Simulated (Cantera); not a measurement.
A closed system holds: 1 mol C6H6, 2 mol H2O, 5.2 mol N2, at 852 °C and 1.00 bar.

These are equilibrium values from Cantera (NASA tables, ideal gas, pure condensed phases), not measurements of a reactor. Candidate condensed phases: C, C6H6, C7H8, C8H18, H2O; 136 gas species. Kinetics and transport are ignored.

What is the equilibrium state?


```json
{
 "x(N2)": "0.431",
 "x(H2)": "0.401",
 "x(CO)": "0.159",
 "x(CH4)": "0.00463",
 "x(H2O)": "0.00409",
 "x(CO2)": "0.00147",
 "x(NH3)": "4.62e-5",
 "x(HCN)": "1.27e-5",
 "n(C(graphite))": "4.01 mol",
 "gas_amount": "12.08 mol"
}
```
